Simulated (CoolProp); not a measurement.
A single-stage vapour-compression cycle with cyclopentane: evaporating at 270.15 K (dew point), condensing at 336.15 K (bubble point), superheat 5 K, subcooling 2 K, compressor efficiency 0.7, no pressure losses. Each further row changes one setting.

Model: reference Helmholtz-energy equation of state, Gedanitz 2015, in CoolProp.

| case | cooling COP | pressure ratio | discharge temperature (K) | refrigerating effect (kJ/kg) | volumetric capacity (kJ/m³) |
|---|---|---|---|---|---|
| as stated | 2.37 | 12.7 | 377.6 | 313 | 119 |
| evaporating temperature 275.15 K | ___ | ___ | ___ | 319 | 152 |
| condensing temperature 331.15 K | 2.61 | 10.9 | 371.8 | 323 | 123 |
| subcooling 7 K | ___ | 12.7 | 377.6 | 323 | 123 |
| superheat 15 K | 2.37 | 12.7 | 387.1 | ___ | 119 |
| compressor efficiency 0.6 | 2.03 | 12.7 | ___ | 313 | 119 |

Task: Complete the blanks.

Result: 
- evaporating temperature 275.15 K, cooling COP: 2.66
- evaporating temperature 275.15 K, pressure ratio: 9.96
- evaporating temperature 275.15 K, discharge temperature (K): 373.3
- subcooling 7 K, cooling COP: 2.44
- superheat 15 K, refrigerating effect (kJ/kg): 324
- compressor efficiency 0.6, discharge temperature (K): 391.1
